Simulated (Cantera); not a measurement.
## Hydrocarbon pyrolysis for carbon deposition

An isothermal, constant-pressure homogeneous reactor starts with 69.9 % C2H6, 30.1 % N2, at 1000 K and 1.01 bar.

Cantera simulation using GRI-Mech 3.0 (53 species, 325 reactions); the numbers are that mechanism's predictions, not measurements. GRI-Mech 3.0 stops at C3 and has no aromatics, soot or wall deposition, so with more carbon than oxygen in the feed, carbon stays in small species such as C2H2 where larger ones or solid carbon would form.

```
t (s)     x C2H6    x C2H4   x C2H      x H2     x CH4    x C2H2
--------  ------  --------  ------  --------  --------  --------
0.000300   0.699   6.45e-7  <1e-12   6.45e-7   4.22e-7    <1e-12
0.000954   0.699   7.21e-6  <1e-12   7.20e-6   1.42e-6  3.32e-12
0.00304    0.699   7.47e-5  <1e-12   7.46e-5   4.82e-6  3.47e-10
0.00965    0.698  0.000728  <1e-12  0.000724   2.20e-5   3.21e-8
0.0307     0.690   0.00529  <1e-12   0.00523  0.000157   1.37e-6
0.0977     0.662    0.0218  <1e-12    0.0215  0.000702   1.36e-5
0.311      0.584    0.0668  <1e-12    0.0658   0.00229   6.76e-5
0.988      0.428     0.157  <1e-12     0.155   0.00626  0.000247
3.14       0.264     0.251  <1e-12     0.245    0.0146  0.000716
10.0       0.204     0.279  <1e-12     0.266    0.0336   0.00154
```
x: mole fraction; the columns are a selection and need not sum to one.

Equilibrium at this temperature and pressure: C2H6 0.00505, C2H4 0.185, C2H <1e-12, H2 0.0100, CH4 0.536, C2H2 0.0356 (gas phase only).
